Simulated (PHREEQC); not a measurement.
A solution holds 13 mmol/kgw Cu(NO3)2 and 0.76 mmol/kgw FeCl3, at 25 °C. Closed to the air; pH follows from the charge balance.

All values are PHREEQC results (ion-association model, phreeqc.dat), not measurements.

| quantity | before | after |
|---|---|---|
| pH | 3.16 | 3.49 |
| ionic strength (mol/kgw) | 0.0421 | 0.0372 |
| FeOH+2 (mol/kgw) | 0.000469 | 0.000231 |
| Fe(OH)2+ (mol/kgw) | 0.000131 | 0.000142 |
| Fe+3 (mol/kgw) | 9.36e-5 | 2.12e-5 |
| CuCl+ (mol/kgw) | 3.92e-5 | 2.82e-5 |
| SI of Fe(OH)3(a) (Fe(OH)3) | -0.02 | +0.35 |
| SI of Goethite (FeOOH) | +5.87 | +6.24 |

Question: Name the change that produced these shifts.
(A) Cu(NO3)2 replaced by CuSO4 at the same molality
(B) Cu(NO3)2 from 0.013 to 0.0195 mol/kgw
(C) diluted 2-fold with water
(D) 0.00027 mol/kgw KHCO3 added
(E) Cu(NO3)2 from 0.013 to 0.026 mol/kgw

Answer: A, Cu(NO3)2 replaced by CuSO4 at the same molality

No solid was allowed to form. Some of these states are supersaturated (in Hematite (slow to form), Goethite (slow to form), Fe(OH)3(a), for instance).
